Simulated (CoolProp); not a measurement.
Model: reference Helmholtz-energy equation of state, de Vries 1995, in CoolProp.

Problem. Give the vapour pressure (MPa), liquid cp (kJ/(kg K)), vapour Z, surface tension (mN/m) of saturated R124 at 305.8, 320.5 K.

Solution. 
| T (K) | p (MPa) | liquid cp (kJ/(kg K)) | vapour Z | surface tension (mN/m) |
|---|---|---|---|---|
| 305.8 | 0.481 | 1.15 | 0.873 | 8.76 |
| 320.5 | 0.724 | 1.20 | 0.832 | 7.07 |

Surface tension comes from a separate correlation (Mulero 2012).
